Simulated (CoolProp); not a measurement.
Properties of normal hydrogen along the isobar 1.01 bar (Tc = 33.1 K, pc = 12.96 bar, ω = -0.219).

Values from CoolProp's reference Helmholtz-energy equation of state, Leachman 2009.

| T (K) | phase | cp (kJ/(kg K)) | cv (kJ/(kg K)) | isothermal compressibility (1/MPa) | expansivity (1/kK) | conductivity (mW/(m K)) | fugacity coefficient |
|---|---|---|---|---|---|---|---|
| 27 | gas | 10.98 | 6.245 | 10.38 | 41.56 | 22.2 | 0.9574 |
| 60.9 | gas | 10.49 | 6.279 | 9.943 | 16.66 | 44.5 | 0.9958 |
| 94.7 | gas | 11.08 | 6.927 | 9.905 | 10.61 | 65.1 | 0.9996 |
| 128.6 | gas | 12.05 | 7.909 | 9.897 | 7.788 | 86.9 | 1.000 |
| 162.4 | gas | 12.88 | 8.750 | 9.895 | 6.161 | 109 | 1.001 |
| 196.3 | gas | 13.49 | 9.355 | 9.894 | 5.094 | 131 | 1.001 |
| 230.1 | gas | 13.89 | 9.759 | 9.894 | 4.345 | 151 | 1.001 |
| 264 | gas | 14.15 | 10.02 | 9.895 | 3.787 | 169 | 1.001 |
| 297.8 | gas | 14.31 | 10.18 | 9.895 | 3.357 | 186 | 1.001 |
| 331.7 | gas | 14.40 | 10.27 | 9.896 | 3.014 | 201 | 1.001 |

Thermal conductivity comes from a separate model (Assael 2011).
